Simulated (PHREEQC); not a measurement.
Solution (26 °C): 0.0015 mol/kgw NH4Br, 0.00017 mol/kgw K2SiO3 and 0.038 mol/kgw MgCl2. Closed to the air; pH follows from the charge balance.

All values are PHREEQC results (ion-association model, wateq4f.dat), not measurements.

```csv
quantity,before,after
pH,8.69,8.56
NH4+ (mol/kgw),0.00122,0.00129
NH3 (mol/kgw),0.000281,0.000209
```

Q: Name the change that produced these shifts.
A) K2SiO3 left out
B) 0.00044 mol/kgw KCl added
C) MgCl2 replaced by CsCl at the same molality
D) MgCl2 from 0.038 to 0.19 mol/kgw
E) MgCl2 from 0.038 to 0.0076 mol/kgw

A: D, MgCl2 from 0.038 to 0.19 mol/kgw

No solid was allowed to form. Some of these states are supersaturated (in Quartz (slow to form), for instance).
